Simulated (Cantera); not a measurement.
Feed: 1 mol PbS, 120 mol H₂, 4.2 mol N₂, at 1850 °C and 1.05 Torr.

Method: chemical equilibrium by Gibbs-energy minimisation in Cantera with the NASA 1993 tables (ideal gas, pure condensed phases). Candidate condensed phases: Pb, PbS, S; 18 gas species. The numbers say what is thermodynamically allowed, not how fast it happens.

Base state: H₂ 0.864, H 0.0891, N₂ 0.0319, Pb 0.00752, S 0.00417, SH 0.00197, S₂ 0.000527, H₂S 0.000320 (mole fractions); condensed: gas only.

What changes in the equilibrium state with this change: temperature from 1850 °C to 1775 °C?


```json
[
 {"species": "H₂", "before": "0.864", "after": "0.896"},
 {"species": "H", "before": "0.0891", "after": "0.0567"},
 {"species": "N₂", "before": "0.0319", "after": "0.0324"},
 {"species": "S", "before": "0.00417", "after": "0.00331"},
 {"species": "Pb", "before": "0.00752", "after": "0.00760"},
 {"species": "PbS", "before": "7.00e-5", "after": "0.000116"},
 {"species": "H₂S", "before": "0.000320", "after": "0.000499"},
 {"species": "S₂", "before": "0.000527", "after": "0.000821"},
 {"species": "SH", "before": "0.00197", "after": "0.00215"}
]
```
